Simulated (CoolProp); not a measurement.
A simple Rankine cycle with isobutane: condensing at 293.15 K, boiler at 1.68 MPa, turbine inlet 369.3 K, turbine efficiency 0.65, pump efficiency 0.7, no recuperator. Each further row changes one setting.

Computed with CoolProp (reference Helmholtz-energy equation of state, Bücker 2006).

```csv
case,thermal efficiency (%),net work (kJ/kg),heat in (kJ/kg),turbine exit temperature (K),volume ratio over the turbine
as stated,9.7,42.0,432,323.8,6.35
turbine inlet 389.3 K,9.7,46.9,482,347.5,6.04
condensing temperature 285.15 K,10.8,48.5,451,319.0,8.13
boiler pressure 1.18 MPa,8.2,36.9,452,337.3,4.10
turbine efficiency 0.55,8.1,35.0,432,327.5,6.44
```
